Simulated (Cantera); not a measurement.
Cantera with NASA thermochemical tables; ideal gases at 1 bar, condensed phases pure. Values are per mole of reaction as written; species without (g) are pure solids or liquids, kept so even where they would boil at 1 bar.

Problem. Between 475 and 2275 K, where is each reaction favourable under standard conditions?
- O2(g) + 2 B2O2(g) + 2 BF3(g) = 2 B3O3F3(g)

Solution. 
- O2(g) + 2 B2O2(g) + 2 BF3(g) = 2 B3O3F3(g): ΔG° is -1302 kJ at 475 K and -424 kJ at 2275 K; it stays negative (K > 1). ΔH° is -1488 kJ and ΔS° -468 J/K at 2275 K.
